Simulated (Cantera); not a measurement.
Feed: 1 mol CH₃F, 1.3 mol HCl, 4.7 mol H₂, held at 2752 °C and 45.0 mbar.

These are equilibrium values from Cantera (NASA tables, ideal gas, pure condensed phases), not measurements of a reactor. Candidate condensed phases: C, C₆H₆, C₇H₈, C₈H₁₈; 118 gas species. Rates play no part.

Task: What is the equilibrium state?

Result: 
```
Property                  Value
-------------------  ----------
x(H)                      0.445
x(H₂)                     0.306
x(HF)                    0.0907
x(HCl)                   0.0599
x(Cl)                    0.0591
x(C₂H₂ (acetylene))      0.0205
x(C₃)                   0.00903
x(C₂H)                  0.00529
x(C)                    0.00143
n(C(graphite))       0.0633 mol
gas amount            10.91 mol
```
